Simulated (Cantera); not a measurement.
Adiabatic ignition

An adiabatic, constant-volume homogeneous reactor starts with 18.1 % CH₄, 17.2 % O₂, 64.7 % N₂, at 1723 K and 0.987 atm.

Model: GRI-Mech 3.0 (53 species, 325 reactions), integrated in Cantera.

| t (s) | T (K) | P (bar) | x CH₄ | x O₂ | x H₂O | x NO | x CH₂O |
|---|---|---|---|---|---|---|---|
| 1.00e-6 | 1723 | 1.000 | 0.181 | 0.172 | 8.28e-7 | <1e-12 | 4.40e-8 |
| 3.13e-6 | 1723 | 1.000 | 0.181 | 0.172 | 4.07e-6 | <1e-12 | 5.30e-7 |
| 9.83e-6 | 1723 | 1.000 | 0.181 | 0.172 | 2.18e-5 | <1e-12 | 6.33e-6 |
| 3.08e-5 | 1722 | 1.000 | 0.180 | 0.172 | 0.000167 | 2.07e-12 | 8.27e-5 |
| 9.65e-5 | 1728 | 1.00 | 0.176 | 0.170 | 0.00216 | 2.76e-11 | 0.00109 |
| 0.000303 | 2850 | 2.00 | 3.95e-11 | 0.000115 | 0.116 | 0.000744 | 2.03e-8 |
| 0.000949 | 2827 | 1.98 | 2.20e-11 | 0.000139 | 0.115 | 0.000794 | 1.83e-8 |
| 0.00297 | 2826 | 1.98 | 2.21e-11 | 0.000139 | 0.115 | 0.000811 | 1.83e-8 |
| 0.00932 | 2826 | 1.98 | 2.21e-11 | 0.000139 | 0.115 | 0.000811 | 1.83e-8 |
| 0.0292 | 2826 | 1.98 | 2.21e-11 | 0.000139 | 0.115 | 0.000811 | 1.83e-8 |
| 0.0916 | 2826 | 1.98 | 2.21e-11 | 0.000139 | 0.115 | 0.000811 | 1.83e-8 |
| 0.287 | 2826 | 1.98 | 2.21e-11 | 0.000139 | 0.115 | 0.000811 | 1.83e-8 |
| 0.900 | 2826 | 1.98 | 2.21e-11 | 0.000139 | 0.115 | 0.000811 | 1.83e-8 |
x: mole fraction; the columns are a selection and need not sum to one.

time of steepest temperature rise: 0.204 ms
temperature at 0.900 s: 2826 K
equilibrium temperature: 2826 K
x(CH₄) at 0.900 s: 2.21e-11 (gas-phase equilibrium 2.48e-11)
x(O₂) at 0.900 s: 0.000139 (gas-phase equilibrium 0.000139)
x(H₂O) at 0.900 s: 0.115 (gas-phase equilibrium 0.115)
